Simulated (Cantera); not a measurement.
Charge: 1 mol Si(CH3)4, 0.012 mol C3H8, 230 mol H2, 0.36 mol CH4, held at 1700 K and 0.0100 bar.

Cantera equilibrium calculation (NASA polynomials, part measured and part estimated; ideal gas, pure solids and liquids). Candidate condensed phases: C, C6H6, C7H8, C8H18, Si, SiC; 87 gas species. Rates play no part.

Base state: H2 0.998, H 0.00147, C2H2 (acetylene) 7.33e-5, CH4 1.09e-5 (mole fractions); condensed: C(graphite) + SiC(s).

What changes in the equilibrium state with this change: Si(CH3)4 replaced by CH3SiH3?


| species | before | after |
|---|---|---|
| H2 | 0.998 | 0.998 |
| H | 0.00147 | 0.00147 |
| C2H2 (acetylene) | 7.33e-5 | 7.33e-5 |
| CH4 | 1.09e-5 | 1.09e-5 |
| C(graphite), mol | 3.36 | 0.359 |
| SiC(s), mol | 1.000 | 1.000 |
The feed counts by its element totals alone.

What changes in the equilibrium state with this change: temperature from 1700 K to 1998.15 K?


```tsv
species	before	after
H2	0.998	0.983
H	0.00147	0.0159
C2H2 (acetylene)	7.33e-5	0.000746
Si	1.01e-6	0.000232
SiH	1.56e-7	1.57e-5
CH4	1.09e-5	4.12e-6
C(graphite), mol	3.36	3.10
SiC(s), mol	1.000	0.934
```

What changes in the equilibrium state with this change: pressure from 0.0100 bar to 0.430 bar?


| species | before | after |
|---|---|---|
| H2 | 0.998 | 0.999 |
| CH4 | 1.09e-5 | 0.000470 |
| H | 0.00147 | 0.000225 |
| C2H2 (acetylene) | 7.33e-5 | 7.33e-5 |
| C(graphite), mol | 3.36 | 3.25 |
| SiC(s), mol | 1.000 | 1.000 |
